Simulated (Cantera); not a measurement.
What does this Cantera script print?

```python
import numpy as np
import cantera as ct

gas_names = """
    B BN B2 N N2
""".split()
cond_names = """
    B(b) B(L) BN(s)
""".split()


def load(file, names, dense=False):
    # The tables refer to 1 bar. Condensed volumes are neglected.
    table = {s.name: s for s in ct.Species.list_from_file(file)}
    out = []
    for n in names:
        d = dict(table[n].input_data)
        d["thermo"] = dict(d["thermo"], **{"reference-pressure": 1e5})
        if dense:
            d["equation-of-state"] = {"model": "constant-volume", "density": "1e6 g/cm^3"}
        out.append(ct.Species.from_dict(d))
    return out


gas = ct.Solution(thermo="ideal-gas", species=load("nasa_gas.yaml", gas_names))
cond = {s.name: ct.Solution(thermo="fixed-stoichiometry", species=[s], name=s.name)
        for s in load("nasa_condensed.yaml", cond_names, dense=True)}
atoms = {
    'BN': {'B': 1, 'N': 1},
    'N2': {'N': 2},
}
top_T = {'BN(s)': 3200}  # K; cautious upper limits of use, not melting points


def equilibrate(T, P, feed):
    n = {}
    for name, mol in feed.items():
        for a, k in atoms[name].items():
            n[a] = n.get(a, 0.0) + k * mol
    gas.TPX = T, P, n
    mass = sum(n.values()) * gas.mean_molecular_weight
    gas.equilibrate("TP")
    valid = [c for c in cond.values() if c.min_temp <= T <= top_T.get(c.name, c.max_temp)]
    mix = ct.Mixture([(gas, mass / gas.mean_molecular_weight)] + [(c, 0.0) for c in valid])
    mix.T, mix.P = T, P
    mix.equilibrate("TP", solver="vcs", rtol=1e-11, max_steps=5000)
    return mix


results = []
feed = {'BN': 1, 'N2': 0.5}  # mol
T = 2450  # K
P = 160000  # Pa
mix = equilibrate(T, P, feed)
results.append((T, P, feed, dict(zip(mix.species_names, mix.species_moles))))
x = sorted(zip(gas.X, gas.species_names), reverse=True)
print(f"T = {T:g} K  P = {P:g} Pa  gas = {mix.phase_moles(0):.4g} mol")
print("   x: " + "  ".join(f"{s} {v:.3e}" for v, s in x if v > 1e-06))
print("   condensed (mol): " + ("  ".join(f"{mix.phase(i).name} {mix.phase_moles(i):.4g}"
      for i in range(1, mix.n_phases) if mix.phase_moles(i) > 1e-12) or "none"))
```

It prints:

```
T = 2450 K  P = 160000 Pa  gas = 0.5 mol
   x: N2 1.000e+00  B 4.888e-06  BN 2.585e-06
   condensed (mol): BN(s) 1
```

These are equilibrium values from Cantera (NASA tables, ideal gas, pure condensed phases), not measurements of a reactor.
